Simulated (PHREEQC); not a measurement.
0.82 g of hydrous ferric oxide (600 m²/g; 0.2 weak and 0.005 strong sites per Fe, Dzombak-Morel constants, diffuse double layer) in 1 kg of water with 0.005 mol/kgw of an inert sodium salt and 0.0013 mol CuSO4, at 25 °C; the pH is set by adding NaOH or the inert anion's acid. Oxygen alone is held at its pressure in air (log pO2 = -0.68). The system is closed to CO2. No solid was allowed to form.

The numbers come from PHREEQC with the ion-association model, wateq4f.dat.

Task: Predict Cu sorbed (%) at pH = 4.67, 9.33, 10, 10.67, 12.

Result: 
```csv
pH,Cu sorbed (%)
4.67,21.3
9.33,70.8
10,68.9
10.67,67.1
12,54.8
```

Along this series the solution becomes supersaturated in solids that the run did not let form, among them Cu(OH)2, Brochantite, Antlerite. Complexes and solids missing from the database can't appear. The database's constant for dissolved Cu(OH)2 is higher than later reviews accept.
